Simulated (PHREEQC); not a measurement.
Consider water at 20 °C with 0.59 mol H2SO4, 0.013 mol CuSO4 and 6.3e-05 mol MgSO4 per kg of water. It is in equilibrium with CO2 at log p = 0 (atm). Otherwise closed; pH follows from the charge balance.

The numbers come from PHREEQC with the ion-association model, wateq4f.dat.

This is a speciation only: nothing precipitates in the calculation.

**Question.** Order these S species by the share of S that they hold, largest first: CuSO4, HSO4-, SO4-2.

**Answer.** HSO4- (92 %), SO4-2 (7.9 %), CuSO4 (0.54 %)

The pH is 0.32 and the ionic strength 0.705 mol/kgw. The ionic strength is past about 0.7 mol/kgw, beyond the range of this activity model, so the values are rough.
